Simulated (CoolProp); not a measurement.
Vapour-liquid equilibrium of n-octane (1) + n-dodecane (2) at 0.00534 MPa; x and y are mole fractions of (1).

Values from CoolProp's multi-fluid Helmholtz-energy mixture model, Beckmüller 2019 and Lemmon 2004; pair parameters Bell 2016.

Task: Give the bubble temperature and the first vapour's composition at x = 0.575, 0.725, 0.95. Is there an azeotrope?

Result: x = 0.575: 330.5 K, y = 0.985; x = 0.725: 325.2 K, y = 0.993; x = 0.95: 319.3 K, y = 0.999. No azeotrope shows between x = 0.05 and 0.95.

The pair parameters rest on a limited set of measurements; away from them the model extrapolates.
